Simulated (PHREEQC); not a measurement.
**Brine: speciation**

Consider water at 25 °C with 0.42 mol MgSO4 and 0.00029 mol H4SiO4 per kg of water. Closed to the air; pH follows from the charge balance.

Computed with PHREEQC (Pitzer model, pitzer.dat).

```json
{
 "pH": "6.58",
 "ionic_strength": "1.68 mol/kgw",
 "activity_of_water": "0.992",
 "density": "1.047 g/cm³",
 "osmotic_coefficient": "0.531"
}
```

```tsv
species	molality	activity	log γ
Mg+2	0.420	0.0565	-0.871
SO4-2	0.420	0.0222	-1.277
H4SiO4	0.000289	0.000329	0.056
HSO4-	8.92e-7	5.63e-7	-0.200
MgOH+	6.59e-7	3.27e-7	-0.304
H3SiO4-	5.86e-7	1.82e-7	-0.507
H+	4.76e-7	2.66e-7	-0.252
OH-	1.23e-7	3.77e-8	-0.512
```

No solid was allowed to form. Complexes and solids missing from the database can't appear. In brines, pH and single-ion activities rest on the MacInnes convention.
